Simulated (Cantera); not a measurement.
Input (Python, Cantera):

```python
import numpy as np
import cantera as ct

gas = ct.Solution("gri30.yaml")
gas.TPX = 2000, 1333, {'NO': 1, 'N2': 1.7}
reactor = ct.IdealGasConstPressureReactor(gas, energy="off", clone=False)
net = ct.ReactorNet([reactor])
net.rtol, net.atol = 1e-08, 1e-18
show = ['NO', 'N2O', 'NO2', 'N2', 'O', 'O2']
times = np.geomspace(5e-06, 50, 14)

steps = ct.SolutionArray(gas, extra=["t"])
rows = []
print(f"{'t/s':>10s}{'T/K':>9s}{'P/Pa':>11s}" + "".join(f"{s:>11s}" for s in show))
for t in times:
    while net.time < t:
        t_next = net.step()
        steps.append(gas.state, t=t_next)
    rows.append([np.interp(t, steps.t, y) for y in (steps.T, steps.P, *steps(*show).X.T)])
    print(f"{t:10.3e}{rows[-1][0]:9.1f}{rows[-1][1]:11.4g}" + "".join(f"{x:11.3e}" for x in rows[-1][2:]))
rate = np.gradient(steps.T, steps.t)
print("integrator steps:", len(steps.t))
if steps.T.max() > steps.T[0] + 200:
    print(f"time of steepest temperature rise: {steps.t[rate.argmax()]:.4e} s")
gas.TPX = 2000, 1333, {'NO': 1, 'N2': 1.7}
gas.equilibrate("TP")
print(f"equilibrium (TP): T = {gas.T:.1f} K  " + "  ".join(f"{s} {gas[s].X[0]:.3e}" for s in show))
```

Result:

```
       t/s      T/K       P/Pa         NO        N2O        NO2         N2          O         O2
 5.000e-06   2000.0       1333  3.704e-01  1.062e-08  1.489e-13  6.296e-01  1.062e-08  1.990e-13
 1.728e-05   2000.0       1333  3.704e-01  3.668e-08  1.775e-12  6.296e-01  3.670e-08  2.374e-12
 5.969e-05   2000.0       1333  3.704e-01  1.267e-07  2.118e-11  6.296e-01  1.269e-07  2.841e-11
 2.062e-04   2000.0       1333  3.704e-01  4.366e-07  2.513e-10  6.296e-01  4.393e-07  3.406e-10
 7.126e-04   2000.0       1333  3.704e-01  1.496e-06  2.908e-09  6.296e-01  1.528e-06  4.081e-09
 2.462e-03   2000.0       1333  3.704e-01  5.022e-06  3.141e-08  6.296e-01  5.405e-06  4.943e-08
 8.506e-03   2000.0       1333  3.703e-01  1.574e-05  2.801e-07  6.296e-01  2.008e-05  6.278e-07
 2.939e-02   2000.0       1333  3.702e-01  3.956e-05  1.689e-06  6.296e-01  8.187e-05  9.004e-06
 1.015e-01   2000.0       1333  3.697e-01  5.669e-05  5.640e-06  6.298e-01  3.067e-04  1.405e-04
 3.509e-01   2000.0       1333  3.668e-01  5.037e-05  9.332e-06  6.311e-01  6.031e-04  1.396e-03
 1.212e+00   2000.0       1333  3.549e-01  4.439e-05  1.370e-05  6.370e-01  7.769e-04  7.237e-03
 4.188e+00   2000.0       1333  3.072e-01  2.939e-05  2.257e-05  6.607e-01  1.183e-03  3.085e-02
 1.447e+01   2000.0       1333  1.525e-01  5.942e-06  2.143e-05  7.378e-01  1.963e-03  1.078e-01
 5.000e+01   2000.0       1333  1.827e-02  1.114e-07  3.311e-06  8.047e-01  2.438e-03  1.746e-01
integrator steps: 850
equilibrium (TP): T = 2000.0 K  NO 7.221e-03  N2O 4.753e-08  NO2 1.329e-06  N2 8.102e-01  O 2.474e-03  O2 1.801e-01
```

Computed with Cantera and GRI-Mech 3.0 (53 species, 325 reactions). Radical loss at walls, strong at low pressure, is not modelled.
